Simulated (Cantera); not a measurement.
A closed system holds: 1 mol CaCO3, 1.5 mol O2, equilibrated at 1125 °C and 12.0 mbar.

Cantera equilibrium calculation (NASA polynomials, part measured and part estimated; ideal gas, pure solids and liquids). Candidate condensed phases: C, Ca, CaCO3, CaO; 15 gas species. Equilibrium is a limit: real reactors are often held back by kinetics, nucleation or transport.

Base state: O2 0.600, CO2 0.400 (mole fractions); condensed: CaO(s).

**Question.** What changes in the equilibrium state with this change: CaCO3 replaced by FeS?

**Answer.** 
| species | before | after |
|---|---|---|
| SO2 | 0 | 0.992 |
| S2 | 0 | 0.00431 |
| SO | 0 | 0.00326 |
| O2 | 0.600 | 2.79e-8 |
| CO2 | 0.400 | 0 |
| S2O | 0 | 0.000283 |
| CaO(s), mol | 1.00 | 0 |
| FeO(s), mol | 0 | 0.936 |
| Fe3O4(s), mol | 0 | 0.0213 |
Mutual solubility and eutectic melting of coexisting phases are not modelled. The tables' stoichiometric FeO is somewhat more stable than real wüstite, so its field is too wide. FeO: taken at fixed stoichiometry. Further candidate phases: Fe, FeO, FeS, FeSO4, FeS2, Fe2O3, Fe2(SO4)3, Fe3O4, S.
